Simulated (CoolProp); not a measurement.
Vapour-liquid equilibrium of benzene (1) + n-heptane (2) at 374 kPa; x and y are mole fractions of (1).

Computed with CoolProp (multi-fluid Helmholtz-energy mixture model, Thol 2012 and Span 2003; pair parameters Bell 2016).

```tsv
x	bubble temperature, mixture model (°C)	bubble temperature, Raoult's law (°C)	y, mixture model	y, Raoult's law
0.05	148.2	148.8	0.083	0.076
0.15	144.6	146.3	0.234	0.217
0.25	?	144.0	0.363	0.344
0.35	138.6	141.8	0.473	0.459
0.45	136.2	139.7	0.568	0.564
0.55	?	137.6	0.652	0.660
0.65	?	135.7	?	0.747
0.75	?	133.8	0.801	0.827
0.85	130.4	132.0	?	0.901
0.95	129.7	130.3	?	0.968
```

Task: What belongs in the gaps?

Result: 
- 0.25, bubble temperature, mixture model (°C): 141.4
- 0.55, bubble temperature, mixture model (°C): 134.3
- 0.65, bubble temperature, mixture model (°C): 132.7
- 0.65, y, mixture model: 0.728
- 0.75, bubble temperature, mixture model (°C): 131.4
- 0.85, y, mixture model: 0.875
- 0.95, y, mixture model: 0.956

The largest gap from Raoult's law is -3.5 K in bubble temperature, at x = 0.45. No azeotrope shows between x = 0.05 and 0.95.

The pair parameters rest on a limited set of measurements; away from them the model extrapolates.
